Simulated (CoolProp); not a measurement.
50 sccm (0 °C, 1 atm) of nitrogen bubbles through liquid n-octane at 285 K and leaves saturated at a total pressure of 0.00537 MPa (ideal gas phase). Each further row changes one setting.

Values from CoolProp's reference Helmholtz-energy equation of state, Beckmüller 2019.

| case | vapour pressure (kPa) | mole fraction of vapour | delivery (mg/min) | delivery (sccm) | change of delivery for a bath 1 K warmer (%) |
|---|---|---|---|---|---|
| as stated | 0.856 | (withheld) | 48.3 | 9.49 | 7.8 |
| bath temperature 290 K | 1.17 | (withheld) | (withheld) | 13.9 | (withheld) |
| total pressure 0.0107 MPa | 0.856 | (withheld) | 22.2 | (withheld) | 7.1 |

**Question.** Some entries are withheld; supply them.

**Answer.** 
- as stated, mole fraction of vapour: 0.159
- bath temperature 290 K, mole fraction of vapour: 0.217
- bath temperature 290 K, delivery (mg/min): 70.6
- bath temperature 290 K, change of delivery for a bath 1 K warmer (%): 8.0
- total pressure 0.0107 MPa, mole fraction of vapour: 0.0800
- total pressure 0.0107 MPa, delivery (sccm): 4.35
